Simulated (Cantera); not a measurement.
A Cantera script and what it prints.

```python
import numpy as np
import cantera as ct

gas_names = [...]  # 49 gases of nasa_gas.yaml made of Cl, F, H, N, Si
cond_names = """
    NH4CL(a) NH4CL(b) Si(cr) Si(L) Si3N4(a)
""".split()


# ... load() reads the species with a 1 bar reference pressure and builds the phases ...
atoms = {
    'Si': {'Si': 1},
    'F2': {'F': 2},
    'N2': {'N': 2},
    'HCl': {'H': 1, 'CL': 1},
}
top_T = {'Si3N4(a)': 2400}  # K; cautious upper limits of use, not melting points


# ... equilibrate(T, P, feed) seeds the gas with the atoms and calls Mixture.equilibrate('TP', solver="vcs", rtol=1e-11, max_steps=5000) ...
results = []
feed = {'Si': 1, 'F2': 3.9, 'N2': 43, 'HCl': 14}  # mol
T = 1348  # K
P = 870  # Pa
mix = equilibrate(T, P, feed)
results.append((T, P, feed, dict(zip(mix.species_names, mix.species_moles))))
x = sorted(zip(gas.X, gas.species_names), reverse=True)
print(f"T = {T:g} K  P = {P:g} Pa  gas = {mix.phase_moles(0):.4g} mol")
print("   x: " + "  ".join(f"{s} {v:.3e}" for v, s in x if v > 1e-06))
print("   condensed (mol): " + ("  ".join(f"{mix.phase(i).name} {mix.phase_moles(i):.4g}"
      for i in range(1, mix.n_phases) if mix.phase_moles(i) > 1e-12) or "none"))
```

It prints:

```
T = 1348 K  P = 870 Pa  gas = 60.72 mol
   x: N2 7.082e-01  HCL 1.680e-01  HF 6.259e-02  CL 2.687e-02  CL2 1.786e-02  SiF4 1.647e-02
   condensed (mol): none
```

These are equilibrium values from Cantera (NASA tables, ideal gas, pure condensed phases), not measurements of a reactor.
